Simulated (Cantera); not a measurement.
## Oxide etching and cleaning by halides: MgO + HBr + N2

Input: 1 mol MgO, 26 mol HBr, 0.48 mol N2, held at 0.133 bar.

Cantera equilibrium calculation (NASA polynomials, part measured and part estimated; ideal gas, pure solids and liquids). Candidate condensed phases: Br2, H2O, Mg, MgBr2, MgO, Mg(OH)2; 36 gas species. The numbers say what is thermodynamically allowed, not how fast it happens.

```csv
T (K),log p HBr,log p Br,log p H2,log p H2O,log p MgBr2,log p N2
1223,-0.92,-3.21,-3.34,-2.30,-2.30,-2.62
1273,-0.92,-3.03,-3.20,-2.30,-2.30,-2.62
1323,-0.93,-2.86,-3.06,-2.30,-2.30,-2.62
1373,-0.93,-2.71,-2.93,-2.30,-2.30,-2.62
1423,-0.93,-2.57,-2.81,-2.30,-2.30,-2.62
1473,-0.94,-2.44,-2.70,-2.30,-2.30,-2.62
1523,-0.94,-2.32,-2.59,-2.31,-2.31,-2.62
1573,-0.95,-2.21,-2.49,-2.31,-2.31,-2.63
1623,-0.96,-2.11,-2.39,-2.31,-2.31,-2.63
1673,-0.97,-2.02,-2.30,-2.31,-2.31,-2.63
1723,-0.99,-1.93,-2.22,-2.32,-2.32,-2.64
1773,-1.00,-1.85,-2.14,-2.32,-2.32,-2.64
1823,-1.02,-1.78,-2.07,-2.33,-2.33,-2.64
1873,-1.04,-1.71,-2.01,-2.33,-2.33,-2.65
```
log p: log10 of the partial pressure in bar; nothing condenses.

From 1223 K to 1873 K nothing is condensed. The main Mg-bearing gas is MgBr2 throughout.
